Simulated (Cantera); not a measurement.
What does this Cantera script print?

```python
import numpy as np
import cantera as ct

gas_names = """
    C CH CH2 CH3 CH4 C2 C2H C2H2,acetylene C2H2,vinylidene C2H3,vinyl C2H4 C2H5 C2H6 C3 C3H3,propargyl
    C3H4,allene C3H4,propyne C3H4,cyclo- C3H5,allyl C3H6,propylene C3H6,cyclo- C3H7,n-propyl
    C3H7,i-propyl C3H8 C4 C4H2 C4H4,1,3-cyclo- C4H6,butadiene C4H6,2-butyne C4H6,cyclo- C4H8,1-butene
    C4H8,cis2-buten C4H8,tr2-butene C4H8,isobutene C4H8,cyclo- C4H9,n-butyl C4H9,i-butyl C4H9,s-butyl
    C4H9,t-butyl C4H10,isobutane C4H10,n-butane C5 C5H6,1,3cyclo- C5H8,cyclo- C5H10,1-pentene
    C5H10,cyclo- C5H11,pentyl C5H11,t-pentyl C5H12,n-pentane C5H12,i-pentane CH3C(CH3)2CH3 C6H2
    C6H5,phenyl C6H6 C6H10,cyclo- C6H12,1-hexene C6H12,cyclo- C6H13,n-hexyl C7H7,benzyl C7H8
    C7H14,1-heptene C7H15,n-heptyl C7H16,n-heptane C8H8,styrene C8H10,ethylbenz C8H16,1-octene
    C8H17,n-octyl C8H18,isooctane C8H18,n-octane C9H19,n-nonyl C10H8,naphthale C10H21,n-decyl
    C12H9,o-bipheny C12H10,bipheny H H2 Si SiC SiC2 SiC4H12 SiH SiH2 SiH3 SiH4 Si2 Si2C Si3
""".split()
cond_names = """
    C(gr) C6H6(L) C7H8(L) C8H18(L),n-octa Si(cr) Si(L) SiC(b)
""".split()


def load(file, names, dense=False):
    # The tables refer to 1 bar. Condensed volumes are neglected.
    table = {s.name: s for s in ct.Species.list_from_file(file)}
    out = []
    for n in names:
        d = dict(table[n].input_data)
        d["thermo"] = dict(d["thermo"], **{"reference-pressure": 1e5})
        if dense:
            d["equation-of-state"] = {"model": "constant-volume", "density": "1e6 g/cm^3"}
        out.append(ct.Species.from_dict(d))
    return out


gas = ct.Solution(thermo="ideal-gas", species=load("nasa_gas.yaml", gas_names))
cond = {s.name: ct.Solution(thermo="fixed-stoichiometry", species=[s], name=s.name)
        for s in load("nasa_condensed.yaml", cond_names, dense=True)}
atoms = {
    'SiC': {'Si': 1, 'C': 1},
    'C': {'C': 1},
    'H2': {'H': 2},
}
top_T = {'C(gr)': 4500, 'SiC(b)': 3050}  # K; cautious upper limits of use, not melting points


def equilibrate(T, P, feed):
    n = {}
    for name, mol in feed.items():
        for a, k in atoms[name].items():
            n[a] = n.get(a, 0.0) + k * mol
    gas.TPX = T, P, n
    mass = sum(n.values()) * gas.mean_molecular_weight
    gas.equilibrate("TP")
    valid = [c for c in cond.values() if c.min_temp <= T <= top_T.get(c.name, c.max_temp)]
    mix = ct.Mixture([(gas, mass / gas.mean_molecular_weight)] + [(c, 0.0) for c in valid])
    mix.T, mix.P = T, P
    mix.equilibrate("TP", solver="vcs", rtol=1e-11, max_steps=5000)
    return mix


results = []
feed = {'SiC': 1, 'C': 0.31, 'H2': 0.011}  # mol
T = 1873.15  # K
for P in [1, 5.6, 32, 180, 1000, 5600, 32000, 180000, 1000000]:
    mix = equilibrate(T, P, feed)
    results.append((T, P, feed, dict(zip(mix.species_names, mix.species_moles))))
    x = sorted(zip(gas.X, gas.species_names), reverse=True)
    print(f"T = {T:g} K  P = {P:g} Pa  gas = {mix.phase_moles(0):.4g} mol")
    print("   x: " + "  ".join(f"{s} {v:.3e}" for v, s in x if v > 1e-05))
    print("   condensed (mol): " + ("  ".join(f"{mix.phase(i).name} {mix.phase_moles(i):.4g}"
          for i in range(1, mix.n_phases) if mix.phase_moles(i) > 1e-12) or "none"))
```

It prints:

```
T = 1873.15 K  P = 1 Pa  gas = 0.01252 mol
   x: H2 7.879e-01  H 1.814e-01  Si 2.935e-02  SiC2 6.443e-04  Si2C 4.524e-04  C2H2,acetylene 2.461e-04  SiH 7.674e-05
   condensed (mol): C(gr) 0.3104  SiC(b) 0.9996
T = 1873.15 K  P = 5.6 Pa  gas = 0.01154 mol
   x: H2 9.118e-01  H 8.245e-02  Si 5.241e-03  C2H2,acetylene 2.849e-04  SiC2 1.151e-04  Si2C 8.079e-05  SiH 3.489e-05
   condensed (mol): C(gr) 0.3101  SiC(b) 0.9999
T = 1873.15 K  P = 32 Pa  gas = 0.01121 mol
   x: H2 9.633e-01  H 3.545e-02  Si 9.172e-04  C2H2,acetylene 3.009e-04  SiC2 2.013e-05  SiH 1.500e-05  Si2C 1.414e-05
   condensed (mol): C(gr) 0.31  SiC(b) 1
T = 1873.15 K  P = 180 Pa  gas = 0.01109 mol
   x: H2 9.844e-01  H 1.511e-02  C2H2,acetylene 3.075e-04  Si 1.631e-04
   condensed (mol): C(gr) 0.31  SiC(b) 1
T = 1873.15 K  P = 1000 Pa  gas = 0.01104 mol
   x: H2 9.932e-01  H 6.440e-03  C2H2,acetylene 3.103e-04  Si 2.935e-05
   condensed (mol): C(gr) 0.31  SiC(b) 1
T = 1873.15 K  P = 5600 Pa  gas = 0.01101 mol
   x: H2 9.969e-01  H 2.726e-03  C2H2,acetylene 3.115e-04  CH4 3.391e-05
   condensed (mol): C(gr) 0.31  SiC(b) 1
T = 1873.15 K  P = 32000 Pa  gas = 0.011 mol
   x: H2 9.983e-01  H 1.141e-03  C2H2,acetylene 3.119e-04  CH4 1.943e-04
   condensed (mol): C(gr) 0.31  SiC(b) 1
T = 1873.15 K  P = 180000 Pa  gas = 0.01099 mol
   x: H2 9.981e-01  CH4 1.093e-03  H 4.812e-04  C2H2,acetylene 3.118e-04  CH3 1.059e-05
   condensed (mol): C(gr) 0.31  SiC(b) 1
T = 1873.15 K  P = 1e+06 Pa  gas = 0.01093 mol
   x: H2 9.934e-01  CH4 6.013e-03  C2H2,acetylene 3.104e-04  H 2.037e-04  C2H4 4.433e-05  CH3 2.478e-05
   condensed (mol): C(gr) 0.3099  SiC(b) 1
```

These are equilibrium values from Cantera (NASA tables, ideal gas, pure condensed phases), not measurements of a reactor.
